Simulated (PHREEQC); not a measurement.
Solution (10 °C): 0.061 mol/kgw HCl, 0.088 mol/kgw Li2SO4 and 0.034 mol/kgw Na2SO4. It is in equilibrium with CO2 at log p = -3.4 (atm). Otherwise closed; pH follows from the charge balance.

The numbers come from PHREEQC with the ion-association model with the Debye-Hückel limiting law, phreeqc.dat.

Task: The ionic strength comes out as 0.379 mol/kgw. What activity coefficients do Cl-, H+, LiSO4-, NaSO4-, SO4-2 get?

Result: Cl- 0.49, H+ 0.49, LiSO4- 0.49, NaSO4- 0.49, SO4-2 0.059.

This is a speciation only: nothing precipitates in the calculation. Away from 25 °C the constants follow the database's enthalpies or fits; those with neither stay at their 25 °C values.
